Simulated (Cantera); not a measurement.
**N2O furnace oxynitridation**

An isothermal, constant-pressure homogeneous reactor starts with 27.0 % N₂O, 73.0 % O₂, at 1325 K and 100.0 Torr.

Computed with Cantera and GRI-Mech 3.0 (53 species, 325 reactions). GRI-Mech 3.0 was tuned for natural gas; its chemistry of N2O as a main component is partial and can be far from experiment. The mechanism lacks the step 2 NO + O2 → 2 NO2, which can matter for NO2 below about 1400 K. The temperature is held fixed by assumption; the heat of reaction is taken as removed at once.

| t (s) | x N₂O | x O₂ | x O | x NO₂ | x N₂ | x NO |
|---|---|---|---|---|---|---|
| 2.00e-6 | 0.270 | 0.730 | 1.86e-7 | <1e-12 | 1.89e-7 | 5.39e-10 |
| 6.83e-6 | 0.270 | 0.730 | 6.22e-7 | <1e-12 | 6.58e-7 | 6.23e-9 |
| 2.33e-5 | 0.270 | 0.730 | 1.98e-6 | <1e-12 | 2.37e-6 | 6.89e-8 |
| 7.95e-5 | 0.270 | 0.730 | 5.34e-6 | <1e-12 | 9.27e-6 | 6.85e-7 |
| 0.000271 | 0.270 | 0.730 | 9.55e-6 | 3.99e-11 | 3.89e-5 | 5.12e-6 |
| 0.000926 | 0.270 | 0.730 | 1.05e-5 | 8.59e-10 | 0.000151 | 2.46e-5 |
| 0.00316 | 0.270 | 0.730 | 1.05e-5 | 1.15e-8 | 0.000537 | 9.18e-5 |
| 0.0108 | 0.268 | 0.730 | 1.05e-5 | 1.23e-7 | 0.00185 | 0.000320 |
| 0.0368 | 0.263 | 0.730 | 1.05e-5 | 9.84e-7 | 0.00626 | 0.00109 |
| 0.126 | 0.245 | 0.731 | 1.04e-5 | 4.87e-6 | 0.0206 | 0.00357 |
| 0.429 | 0.194 | 0.733 | 1.03e-5 | 1.64e-5 | 0.0618 | 0.0107 |
| 1.46 | 0.0917 | 0.739 | 9.53e-6 | 4.00e-5 | 0.145 | 0.0248 |
| 5.00 | 0.0108 | 0.743 | 4.92e-6 | 7.02e-5 | 0.211 | 0.0346 |
x: mole fraction; the columns are a selection and need not sum to one.

Equilibrium at this temperature and pressure: N₂O 6.42e-9, O₂ 0.762, O 6.63e-7, NO₂ 3.32e-6, N₂ 0.238, NO 0.000488 (gas phase only).
